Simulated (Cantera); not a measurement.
Cantera run:

```python
import numpy as np
import cantera as ct

gas_names = """
    N NO NO2 NO3 N2 N2O O O2 O3 Si SiN SiO SiO2 Si2 Si2N Si3
""".split()
cond_names = """
    Si(cr) Si(L) SiO2(Lqz) SiO2(hqz) SiO2(L) Si2N2O(s) Si3N4(a)
""".split()


def load(file, names, dense=False):
    # The tables refer to 1 bar. Condensed volumes are neglected.
    table = {s.name: s for s in ct.Species.list_from_file(file)}
    out = []
    for n in names:
        d = dict(table[n].input_data)
        d["thermo"] = dict(d["thermo"], **{"reference-pressure": 1e5})
        if dense:
            d["equation-of-state"] = {"model": "constant-volume", "density": "1e6 g/cm^3"}
        out.append(ct.Species.from_dict(d))
    return out


gas = ct.Solution(thermo="ideal-gas", species=load("nasa_gas.yaml", gas_names))
cond = {s.name: ct.Solution(thermo="fixed-stoichiometry", species=[s], name=s.name)
        for s in load("nasa_condensed.yaml", cond_names, dense=True)}
atoms = {
    'Si3N4': {'Si': 3, 'N': 4},
    'O2': {'O': 2},
    'N2': {'N': 2},
    'N2O': {'N': 2, 'O': 1},
}
top_T = {'Si2N2O(s)': 2100, 'Si3N4(a)': 2400}  # K; cautious upper limits of use, not melting points


def equilibrate(T, P, feed):
    n = {}
    for name, mol in feed.items():
        for a, k in atoms[name].items():
            n[a] = n.get(a, 0.0) + k * mol
    gas.TPX = T, P, n
    mass = sum(n.values()) * gas.mean_molecular_weight
    gas.equilibrate("TP")
    valid = [c for c in cond.values() if c.min_temp <= T <= top_T.get(c.name, c.max_temp)]
    mix = ct.Mixture([(gas, mass / gas.mean_molecular_weight)] + [(c, 0.0) for c in valid])
    mix.T, mix.P = T, P
    mix.equilibrate("TP", solver="vcs", rtol=1e-11, max_steps=5000)
    return mix


results = []
T = 1925  # K
P = 13332.2  # Pa
for m in [0.016, 0.02, 0.025, 0.032, 0.039, 0.049, 0.061, 0.075, 0.094, 0.12, 0.14]:
    feed = {'Si3N4': 1, 'O2': 0.0011, 'N2': 1.5, 'N2O': m}  # mol
    mix = equilibrate(T, P, feed)
    results.append((T, P, feed, dict(zip(mix.species_names, mix.species_moles))))

top = {s: max(r[3][s] / sum(r[3][g] for g in gas_names) for r in results) for s in gas_names}
cols = sorted((s for s in top if top[s] > 1e-05), key=lambda s: -top[s])[:8]
seen = [c for c in cond_names if any(r[3].get(c, 0) > 1e-12 for r in results)]
print("log10 of partial pressures in bar; condensed amounts in mol")
print(f"{'n(N2O)':>10s}" + "".join(f"{s[:9]:>10s}" for s in cols + seen))
for T, P, feed, n in results:
    ng = sum(n[g] for g in gas_names)
    print(f"{feed['N2O']:10.4g}" + "".join(f"{np.log10(max(n[s] / ng * P / 1e5, 1e-99)):10.3f}" for s in cols)
          + "".join(f"{n.get(c, 0):10.4g}" for c in seen))
```

It prints:

```
log10 of partial pressures in bar; condensed amounts in mol
    n(N2O)        N2       SiO        Si Si2N2O(s)  Si3N4(a)
     0.016    -0.880    -2.804    -4.992         0    0.9939
      0.02    -0.880    -2.802    -4.992  0.003822    0.9913
     0.025    -0.880    -2.802    -4.992  0.008742     0.988
     0.032    -0.880    -2.802    -4.992   0.01563    0.9833
     0.039    -0.880    -2.802    -4.992   0.02252    0.9787
     0.049    -0.880    -2.802    -4.992   0.03236    0.9721
     0.061    -0.880    -2.802    -4.992   0.04416    0.9642
     0.075    -0.880    -2.802    -4.992   0.05794    0.9549
     0.094    -0.880    -2.802    -4.992   0.07663    0.9423
      0.12    -0.880    -2.802    -4.992    0.1022    0.9251
      0.14    -0.880    -2.802    -4.992    0.1219    0.9119
```

Method: chemical equilibrium by Gibbs-energy minimisation in Cantera with the NASA 1993 tables (ideal gas, pure condensed phases). Mutual solubility and eutectic melting of coexisting phases are not modelled.
